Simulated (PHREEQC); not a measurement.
1 kg of water holding 7.9 mmol/kgw KCl and 29 mmol/kgw NaCl is evaporated at 25 °C; the solids stay in contact with the brine. The system is closed to CO2. Solids allowed: Halite, Sylvite. Others were left out.

Equilibrium calculation in PHREEQC: Pitzer model, pitzer.dat.

### Question
Predict ionic strength at water left (kg) = 0.4563, 0.1407, 0.06418, 0.0293, 0.00903.

### Answer
| water left (kg) | ionic strength |
|---|---|
| 0.4563 | 0.0809 |
| 0.1407 | 0.262 |
| 0.06418 | 0.575 |
| 0.0293 | 1.26 |
| 0.00903 | 4.09 |

Complexes and solids missing from the database can't appear.
